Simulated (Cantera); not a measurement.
Mixture: CH₄ : O₂ : N₂ = 1 : 1.82 : 6.84 (molar parts), at 3300000 Pa, adiabatic and at constant pressure. Ignition delay is the time to a rise of 400 K.

Model: GRI-Mech 3.0 (53 species, 325 reactions), integrated in Cantera. The pressure lies above the range GRI-Mech 3.0 was tuned for (to about 10 atm).

### Question
What does this change do: constant volume in place of constant pressure?

### Answer
```json
[
 {"quantity": "delay at 1225 K", "before": "0.962 ms", "after": "0.913 ms"},
 {"quantity": "delay at 1325 K", "before": "0.327 ms", "after": "0.307 ms"},
 {"quantity": "delay at 1425 K", "before": "0.125 ms", "after": "0.116 ms"},
 {"quantity": "delay at 1525 K", "before": "51.7 µs", "after": "47.5 µs"},
 {"quantity": "delay at 1625 K", "before": "22.8 µs", "after": "20.9 µs"},
 {"quantity": "delay at 1725 K", "before": "10.7 µs", "after": "9.72 µs"},
 {"quantity": "apparent activation energy between 1525 and 1725 K", "before": "170 kJ/mol", "after": "170 kJ/mol"}
]
```

### Question
What does this change do: pressure from 3300000 Pa to 200000 Pa?

### Answer
```tsv
quantity	before	after
delay at 1225 K	0.962 ms	18.5 ms
delay at 1325 K	0.327 ms	5.14 ms
delay at 1425 K	0.125 ms	1.60 ms
delay at 1525 K	51.7 µs	0.561 ms
delay at 1625 K	22.8 µs	0.224 ms
delay at 1725 K	10.7 µs	0.102 ms
apparent activation energy between 1525 and 1725 K	170 kJ/mol	190 kJ/mol
```
